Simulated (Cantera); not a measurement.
Equilibrium for nitride etching: AlN + H2O + Cl2

Feed: 1 mol AlN, 8.7 mol H2O, 3.6 mol Cl2, at 0.0100 bar.

Method: chemical equilibrium by Gibbs-energy minimisation in Cantera with the NASA 1993 tables (ideal gas, pure condensed phases). Candidate condensed phases: Al, AlCl3, AlN, Al2O3, H2O, NH4Cl; 45 gas species. The numbers say what is thermodynamically allowed, not how fast it happens.

| T (°C) | log p HCl | log p H2O | log p O2 | log p Cl | log p N2 | log p OH | log p H2 | log p Cl2 | n Al2O3(s) |
|---|---|---|---|---|---|---|---|---|---|
| 1100 | -2.29 | -2.43 | -3.13 | -4.16 | -3.44 | -5.96 | -7.39 | -5.04 | 0.500 |
| 1150 | -2.29 | -2.43 | -3.14 | -4.03 | -3.44 | -5.74 | -7.05 | -5.12 | 0.500 |
| 1200 | -2.30 | -2.43 | -3.14 | -3.92 | -3.44 | -5.54 | -6.74 | -5.20 | 0.500 |
| 1250 | -2.30 | -2.43 | -3.15 | -3.81 | -3.45 | -5.35 | -6.44 | -5.28 | 0.500 |
| 1300 | -2.30 | -2.42 | -3.15 | -3.71 | -3.45 | -5.17 | -6.17 | -5.36 | 0.500 |
| 1350 | -2.31 | -2.42 | -3.16 | -3.62 | -3.45 | -5.01 | -5.90 | -5.44 | 0.500 |
| 1400 | -2.31 | -2.42 | -3.17 | -3.54 | -3.45 | -4.85 | -5.66 | -5.51 | 0.500 |
| 1450 | -2.32 | -2.42 | -3.18 | -3.46 | -3.45 | -4.71 | -5.42 | -5.59 | 0.500 |
| 1500 | -2.33 | -2.42 | -3.19 | -3.39 | -3.45 | -4.57 | -5.20 | -5.66 | 0.500 |
| 1550 | -2.33 | -2.42 | -3.21 | -3.32 | -3.45 | -4.44 | -4.99 | -5.73 | 0.500 |
| 1600 | -2.34 | -2.41 | -3.22 | -3.26 | -3.45 | -4.32 | -4.79 | -5.80 | 0.500 |
log p: log10 of the partial pressure in bar; n: condensed amount in mol.

From 1100 °C to 1600 °C the condensed part is Al2O3(s). The main Al-bearing gas is AlCl3 at 1100 °C and AlOCl at 1600 °C.
